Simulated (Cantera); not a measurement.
Input: 1 mol Si₂Cl₆, 0.46 mol HCl, 69 mol H₂, held at 1373.15 K and 8.20 mbar.

These are equilibrium values from Cantera (NASA tables, ideal gas, pure condensed phases), not measurements of a reactor. Candidate condensed phases: Si; 19 gas species. The feed counts by its element totals alone. The tables' values for SiCl₃ are old estimates; treat these amounts as uncertain. Rates play no part.

Base state: H₂ 0.924, HCl 0.0628, SiCl₂ 0.0123, SiCl₃ 0.000442, SiCl₄ 7.37e-5, SiHCl₃ 6.87e-5, H 3.54e-5 (mole fractions); condensed: Si(s).

### Question
What changes in the equilibrium state with this change: H₂ from 69 to 1000 mol?

### Answer
| species | before | after |
|---|---|---|
| H₂ | 0.924 | 0.994 |
| HCl | 0.0628 | 0.00621 |
| SiCl₂ | 0.0123 | 0.000112 |
| SiCl₄ | 7.37e-5 | 6.11e-9 |
| SiCl₃ | 0.000442 | 3.84e-7 |
| SiHCl₃ | 6.87e-5 | 6.19e-8 |
| H | 3.54e-5 | 3.67e-5 |
| Si(s), mol | 1.07 | 1.89 |
